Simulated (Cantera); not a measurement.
Feed: 1 mol SiF4, 40 mol N2O, 1.9 mol H2, 0.1 mol O2, held at 1.43 Torr.

Equilibrium computed with Cantera from the NASA thermochemical tables; the gas is ideal and each condensed phase is pure. Candidate condensed phases: H2O, Si, SiO2, Si2N2O, Si3N4; 58 gas species. The tables' values for SiO2, SiF3 are old estimates; treat these amounts as uncertain. The tables hold silica as quartz up to 1696 K and as liquid above; real silica turns to tridymite and cristobalite and melts near 1996 K. The numbers say what is thermodynamically allowed, not how fast it happens. All values below are at 1802 °C.

Base state: N2 0.623, O2 0.289, HF 0.0580, O 0.0144, NO 0.00975, SiO 0.00248, SiF4 0.000950, OH 0.000850 (mole fractions); condensed: SiO2(l).

**Question.** What changes in the equilibrium state with this change: pressure from 1.43 Torr to 7.50 Torr?

**Answer.** 
| species | before | after |
|---|---|---|
| N2 | 0.623 | 0.628 |
| O2 | 0.289 | 0.295 |
| HF | 0.0580 | 0.0579 |
| O | 0.0144 | 0.00633 |
| SiF4 | 0.000950 | 0.00121 |
| SiO | 0.00248 | 0.000204 |
| SiO2 | 0.000467 | 8.87e-5 |
| SiO2(l), mol | 0.746 | 0.902 |
